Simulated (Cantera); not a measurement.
A closed system holds: 1 mol Cr₂O₃, 640 mol H₂, 20 mol N₂, 0.41 mol NH₃, held at 0.100 bar.

These are equilibrium values from Cantera (NASA tables, ideal gas, pure condensed phases), not measurements of a reactor. Candidate condensed phases: Cr, CrN, Cr₂N, Cr₂O₃, H₂O; 29 gas species. Mutual solubility and eutectic melting of coexisting phases are not modelled. Equilibrium is a limit: real reactors are often held back by kinetics, nucleation or transport.

Problem. Which condensed phases are stable at each of these points (T (K)): 1150, 1200, 1250, 1300, 1350, 1400, 1450, 1500, 1550, 1600, 1650?

Solution. 
```tsv
T (K)	condensed phases	Cr condensed (%)
1150	Cr₂N(s) + Cr₂O₃(s)	100.0
1200	Cr₂N(s) + Cr₂O₃(s)	100.0
1250	Cr₂N(s) + Cr₂O₃(s)	100.0
1300	Cr₂N(s) + Cr₂O₃(s)	100.0
1350	Cr(s) + Cr₂O₃(s)	100.0
1400	Cr(s) + Cr₂O₃(s)	100.0
1450	Cr(s) + Cr₂O₃(s)	99.9
1500	Cr(s) + Cr₂O₃(s)	99.8
1550	Cr(s) + Cr₂O₃(s)	99.5
1600	Cr(s) + Cr₂O₃(s)	98.7
1650	Cr(s) + Cr₂O₃(s)	97.0
```

From 1150 K to 1300 K the condensed part is Cr₂N(s) + Cr₂O₃(s). From 1350 K to 1650 K the condensed part is Cr(s) + Cr₂O₃(s).
